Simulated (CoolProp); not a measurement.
Computed with CoolProp (reference Helmholtz-energy equation of state, Smukala 2000).

Give the vapour pressure (bar), vapour density (kg/m³), surface tension (mN/m) of saturated ethylene at 220.3, 240.7 K.


```json
[
 {"T (K)": "220.3", "p (bar)": "9.66", "vapour density (kg/m³)": "17.6", "surface tension (mN/m)": "8.10"},
 {"T (K)": "240.7", "p (bar)": "18.1", "vapour density (kg/m³)": "33.8", "surface tension (mN/m)": "5.08"}
]
```

Surface tension comes from a separate correlation (Mulero 2012).
